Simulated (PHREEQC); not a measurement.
**Cooling-tower water: speciation**

A made-up water analysis in mg/L, 18 °C, pH 6.21, pe -1: Na 207; K 19.2; Ca 73.6; Mg 15.7; Cl 51.2; S(6) as SO4 120; Alkalinity as HCO3 640; Zn 7.2.

Valence states are taken as typed.

Model: ion-association model, wateq4f.dat, run in PHREEQC.

No solid was allowed to form.

**Question.** Estimate the ionic strength, charge-balance error.

**Answer.** ionic strength 0.0173 mol/kgw; charge-balance error 0.9 %.

**Question.** In which forms is Ca present?

**Answer.** Ca+2 87 %, CaSO4 6.3 %, CaHCO3+ 6.1 % of the Ca.

The database's zinc carbonate complexes are estimates, stronger than later reviews accept.
